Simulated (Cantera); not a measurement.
A Cantera script and what it prints.

```python
import numpy as np
import cantera as ct

gas_names = [...]  # 116 gases of nasa_gas.yaml made of C, H, Mg, O
cond_names = """
    C(gr) C6H6(L) C7H8(L) C8H18(L),n-octa H2O(s) H2O(L) Mg(cr) Mg(L) MgCO3(s) MgO(s) MgO(L) MgO2H2(s)
""".split()


# ... load() reads the species with a 1 bar reference pressure and builds the phases ...
atoms = {
    'MgCO3': {'Mg': 1, 'C': 1, 'O': 3},
    'C': {'C': 1},
    'H2O': {'H': 2, 'O': 1},
}
top_T = {'C(gr)': 4500}  # K; cautious upper limits of use, not melting points


# ... equilibrate(T, P, feed) seeds the gas with the atoms and calls Mixture.equilibrate('TP', solver="vcs", rtol=1e-11, max_steps=5000) ...
results = []
feed = {'MgCO3': 1, 'C': 0.26, 'H2O': 0.89}  # mol
P = 3300  # Pa
for T in [1223, 1323, 1423, 1523, 1623, 1723, 1823, 1923, 2023]:
    mix = equilibrate(T, P, feed)
    results.append((T, P, feed, dict(zip(mix.species_names, mix.species_moles))))
    x = sorted(zip(gas.X, gas.species_names), reverse=True)
    print(f"T = {T:g} K  P = {P:g} Pa  gas = {mix.phase_moles(0):.4g} mol")
    print("   x: " + "  ".join(f"{s} {v:.3e}" for v, s in x if v > 1e-05))
    print("   condensed (mol): " + ("  ".join(f"{mix.phase(i).name} {mix.phase_moles(i):.4g}"
          for i in range(1, mix.n_phases) if mix.phase_moles(i) > 1e-12) or "none"))
```

Result:

```
T = 1223 K  P = 3300 Pa  gas = 2.15 mol
   x: CO2 4.278e-01  H2O 3.303e-01  CO 1.582e-01  H2 8.364e-02
   condensed (mol): MgO(s) 1
T = 1323 K  P = 3300 Pa  gas = 2.15 mol
   x: CO2 4.179e-01  H2O 3.402e-01  CO 1.681e-01  H2 7.375e-02
   condensed (mol): MgO(s) 1
T = 1423 K  P = 3300 Pa  gas = 2.15 mol
   x: CO2 4.101e-01  H2O 3.480e-01  CO 1.760e-01  H2 6.590e-02
   condensed (mol): MgO(s) 1
T = 1523 K  P = 3300 Pa  gas = 2.15 mol
   x: CO2 4.038e-01  H2O 3.543e-01  CO 1.823e-01  H2 5.959e-02  H 3.106e-05
   condensed (mol): MgO(s) 1
T = 1623 K  P = 3300 Pa  gas = 2.15 mol
   x: CO2 3.987e-01  H2O 3.594e-01  CO 1.873e-01  H2 5.447e-02  H 8.880e-05  OH 2.453e-05
   condensed (mol): MgO(s) 1
T = 1723 K  P = 3300 Pa  gas = 2.15 mol
   x: CO2 3.945e-01  H2O 3.635e-01  CO 1.915e-01  H2 5.026e-02  H 2.250e-04  OH 8.922e-05
   condensed (mol): MgO(s) 1
T = 1823 K  P = 3300 Pa  gas = 2.151 mol
   x: CO2 3.909e-01  H2O 3.666e-01  CO 1.949e-01  H2 4.675e-02  H 5.157e-04  OH 2.814e-04
   condensed (mol): MgO(s) 1
T = 1923 K  P = 3300 Pa  gas = 2.152 mol
   x: CO2 3.877e-01  H2O 3.688e-01  CO 1.978e-01  H2 4.379e-02  H 1.085e-03  OH 7.868e-04  O2 5.335e-05  Mg 1.739e-05  O 1.455e-05
   condensed (mol): MgO(s) 0.9999
T = 2023 K  P = 3300 Pa  gas = 2.155 mol
   x: CO2 3.841e-01  H2O 3.695e-01  CO 2.004e-01  H2 4.131e-02  H 2.125e-03  OH 1.980e-03  O2 2.846e-04  O 7.399e-05  Mg 7.128e-05  MgO2H2 1.742e-05  MgOH 1.452e-05
   condensed (mol): MgO(s) 0.9998
```

Equilibrium computed with Cantera from the NASA thermochemical tables; the gas is ideal and each condensed phase is pure.
